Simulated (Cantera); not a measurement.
Input (Python, Cantera):

```python
import numpy as np
import cantera as ct

gas = ct.Solution("gri30.yaml")
gas.TPX = 1500, 2400000, {'CH4': 1, 'O2': 1.25, 'N2': 4.7, 'CO2': 0.31}
reactor = ct.IdealGasConstPressureReactor(gas, energy="on", clone=False)
net = ct.ReactorNet([reactor])
net.rtol, net.atol = 1e-08, 1e-16
show = ['CH4', 'O2', 'CO2', 'H2', 'CO', 'NO2']
times = np.geomspace(7e-06, 1, 14)

steps = ct.SolutionArray(gas, extra=["t"])
rows = []
print(f"{'t/s':>10s}{'T/K':>9s}{'P/Pa':>11s}" + "".join(f"{s:>11s}" for s in show))
for t in times:
    while net.time < t:
        t_next = net.step()
        steps.append(gas.state, t=t_next)
    rows.append([np.interp(t, steps.t, y) for y in (steps.T, steps.P, *steps(*show).X.T)])
    print(f"{t:10.3e}{rows[-1][0]:9.1f}{rows[-1][1]:11.4g}" + "".join(f"{x:11.3e}" for x in rows[-1][2:]))
rate = np.gradient(steps.T, steps.t)
print("integrator steps:", len(steps.t))
if steps.T.max() > steps.T[0] + 200:
    print(f"time of steepest temperature rise: {steps.t[rate.argmax()]:.4e} s")
gas.TPX = 1500, 2400000, {'CH4': 1, 'O2': 1.25, 'N2': 4.7, 'CO2': 0.31}
gas.equilibrate("HP")
print(f"equilibrium (HP): T = {gas.T:.1f} K  " + "  ".join(f"{s} {gas[s].X[0]:.3e}" for s in show))
```

Result:

```
       t/s      T/K       P/Pa        CH4         O2        CO2         H2         CO        NO2
 7.000e-06   1500.0    2.4e+06  1.376e-01  1.721e-01  4.270e-02  8.730e-06  5.610e-07  2.060e-16
 1.744e-05   1501.1    2.4e+06  1.373e-01  1.719e-01  4.270e-02  5.648e-05  1.424e-05  5.424e-15
 4.347e-05   1507.4    2.4e+06  1.355e-01  1.709e-01  4.270e-02  3.471e-04  2.288e-04  1.609e-13
 1.083e-04   1758.5    2.4e+06  8.822e-02  1.302e-01  4.300e-02  1.804e-02  2.133e-02  1.679e-10
 2.699e-04   2715.1    2.4e+06  1.776e-10  6.785e-05  4.509e-02  6.873e-02  1.180e-01  2.096e-08
 6.726e-04   2714.0    2.4e+06  1.798e-10  6.704e-05  4.504e-02  6.882e-02  1.180e-01  3.001e-08
 1.676e-03   2713.8    2.4e+06  1.802e-10  6.689e-05  4.503e-02  6.884e-02  1.180e-01  3.167e-08
 4.177e-03   2713.8    2.4e+06  1.802e-10  6.689e-05  4.503e-02  6.884e-02  1.180e-01  3.169e-08
 1.041e-02   2713.8    2.4e+06  1.802e-10  6.689e-05  4.503e-02  6.884e-02  1.180e-01  3.169e-08
 2.593e-02   2713.8    2.4e+06  1.802e-10  6.689e-05  4.503e-02  6.884e-02  1.180e-01  3.169e-08
 6.463e-02   2713.8    2.4e+06  1.802e-10  6.689e-05  4.503e-02  6.884e-02  1.180e-01  3.169e-08
 1.610e-01   2713.8    2.4e+06  1.802e-10  6.689e-05  4.503e-02  6.884e-02  1.180e-01  3.169e-08
 4.013e-01   2713.8    2.4e+06  1.802e-10  6.689e-05  4.503e-02  6.884e-02  1.180e-01  3.169e-08
 1.000e+00   2713.8    2.4e+06  1.802e-10  6.689e-05  4.503e-02  6.884e-02  1.180e-01  3.169e-08
integrator steps: 1964
time of steepest temperature rise: 1.1283e-04 s
equilibrium (HP): T = 2713.8 K  CH4 2.019e-10  O2 6.689e-05  CO2 4.503e-02  H2 6.884e-02  CO 1.180e-01  NO2 3.169e-08
```

Cantera simulation using GRI-Mech 3.0 (53 species, 325 reactions); the numbers are that mechanism's predictions, not measurements. The pressure lies above the range GRI-Mech 3.0 was tuned for (to about 10 atm).
